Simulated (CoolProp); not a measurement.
Vapour-liquid equilibrium of methanol (1) + water (2) at 0.0658 MPa; x and y are mole fractions of (1).

Computed with CoolProp (multi-fluid Helmholtz-energy mixture model, de Reuck 1993 and Wagner 2002; pair parameters Bell 2016).

| x | bubble temperature, mixture model (K) | bubble temperature, Raoult's law (K) | y, mixture model | y, Raoult's law |
|---|---|---|---|---|
| 0.05 | 356.1 | 358.2 | 0.218 | 0.164 |
| 0.15 | 348.7 | 352.5 | 0.474 | 0.403 |
| 0.25 | 343.6 | 347.8 | 0.617 | 0.567 |
| 0.35 | 339.9 | 343.8 | 0.707 | 0.683 |
| 0.45 | 337.1 | 340.3 | 0.772 | 0.770 |
| 0.55 | 334.7 | 337.3 | 0.822 | 0.835 |
| 0.65 | 332.8 | 334.6 | 0.865 | 0.887 |
| 0.75 | 331.0 | 332.2 | 0.904 | 0.928 |
| 0.85 | 329.4 | 330.0 | 0.942 | 0.961 |
| 0.95 | 327.8 | 328.0 | 0.980 | 0.988 |

The largest gap from Raoult's law is -4.2 K in bubble temperature, at x = 0.25. No azeotrope shows between x = 0.05 and 0.95.

The pair parameters rest on a limited set of measurements; away from them the model extrapolates.
